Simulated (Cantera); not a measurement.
# Stirred combustor or abatement burner

A perfectly stirred reactor is fed with 10.5 % CO, 5.13 % H2, 5.21 % O2, 57.2 % N2, 22.0 % H2O, at 3750 Torr; it is adiabatic with a 773 K inlet, and is followed from long to short residence time, starting on the burning branch (τ in s: 0.087, 0.035, 0.014, 0.0058, 0.0024, 0.00096, 0.00039, 0.00016, 6.5e-05, 2.6e-05, 1.1e-05, 4.4e-06).

Computed with Cantera and GRI-Mech 3.0 (53 species, 325 reactions). The hydrogen kinetics of GRI-Mech 3.0 are dated; newer H2 mechanisms differ, most at raised pressure.

```csv
τ (s),T (K),x CO,x H2,x O2,x H2O,x CO2
0.087,1568,0.0270,0.0279,8.01e-5,0.258,0.0835
0.035,1566,0.0272,0.0277,0.000132,0.258,0.0832
0.014,1563,0.0277,0.0274,0.000220,0.258,0.0828
0.0058,1559,0.0284,0.0269,0.000364,0.259,0.0820
0.0024,1553,0.0296,0.0261,0.000617,0.259,0.0807
0.00096,1541,0.0318,0.0247,0.00111,0.260,0.0785
0.00039,1521,0.0358,0.0226,0.00210,0.261,0.0743
0.00016,1479,0.0441,0.0190,0.00457,0.264,0.0657
6.5e-5,773,0.105,0.0513,0.0521,0.220,3.12e-12
2.6e-5,773,0.105,0.0513,0.0521,0.220,1.19e-12
1.1e-5,773,0.105,0.0513,0.0521,0.220,<1e-12
4.4e-6,773,0.105,0.0513,0.0521,0.220,<1e-12
```
x: mole fraction; the columns are a selection and need not sum to one.
